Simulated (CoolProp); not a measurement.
The numbers come from the reference Helmholtz-energy equation of state, Fiedler 2023 in CoolProp.

Task: Give the vapour pressure (kPa), liquid density (kg/m³), vapour density (kg/m³), enthalpy of vaporisation (kJ/kg) of saturated tetrahydrofuran at 101.15, 143.65, 214.45 °C.

Result: 
```
T (°C)  p (kPa)  liquid density (kg/m³)  vapour density (kg/m³)  enthalpy of vaporisation (kJ/kg)
------  -------  ----------------------  ----------------------  --------------------------------
101.15      281                     793                    6.92                               389
143.65      743                     738                    17.6                               350
214.45     2530                     618                    64.8                               255
```
